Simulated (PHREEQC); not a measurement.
A made-up water analysis in mg/kgw, 25 °C, pH 6.51: Na 10200; K 143; Ca 330; Mg 841; Cl 12000; S(6) as SO4 9230; Alkalinity as HCO3 335; Fe(2) 210; Si as SiO2 90.1; Li 18.3; B 0.664.

Cl is adjusted to close the charge balance.
Valence states are taken as typed.

Model: ion-association model, phreeqc.dat, run in PHREEQC.

No solid was allowed to form.

Order these Ca species by the share of Ca that they hold, largest first: Ca+2, CaSO4, CaHCO3+.

Ca+2 (69 %), CaSO4 (30 %), CaHCO3+ (0.96 %)

The pH is 6.51 and the ionic strength 0.568 mol/kgw. Examples of supersaturated solids here: Siderite, Quartz (slow to form). Others may be too.
